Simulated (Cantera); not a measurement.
Boron, boron nitride and boron oxide: BCl3 + NH3 + N2

Input: 1 mol BCl3, 4.9 mol NH3, 1 mol N2, at 825 K and 133 Pa.

These are equilibrium values from Cantera (NASA tables, ideal gas, pure condensed phases), not measurements of a reactor. Candidate condensed phases: B, BN, NH4Cl; 21 gas species. Equilibrium is a limit: real reactors are often held back by kinetics, nucleation or transport.

| Item | Value |
|---|---|
| x(H2) | 0.496 |
| x(HCl) | 0.254 |
| x(N2) | 0.250 |
| n(BN(s)) | 1.00 mol |
| gas amount | 11.80 mol |
| log10 activity of B(s) (absent) | -9.54 |
